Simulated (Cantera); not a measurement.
Input: 1 mol Al, 1.8 mol Cl2, held at 0.250 bar.

These are equilibrium values from Cantera (NASA tables, ideal gas, pure condensed phases), not measurements of a reactor. Candidate condensed phases: Al, AlCl3; 8 gas species. Rates play no part. All values below are at 1323 K.

Base state: AlCl3 0.763, Cl2 0.222, Cl 0.0143, Al2Cl6 0.000530 (mole fractions); condensed: gas only.

Q: What changes in the equilibrium state with this change: pressure from 0.250 bar to 4.00e-5 bar?

A: 
```
species    before    after
-------  --------  -------
AlCl3       0.763    0.638
Cl         0.0143    0.342
Cl2         0.222   0.0203
Al2Cl6   0.000530  5.92e-8
AlCl2     6.90e-8  1.51e-5
```
The tables' values for AlCl2 are old estimates; treat these amounts as uncertain.
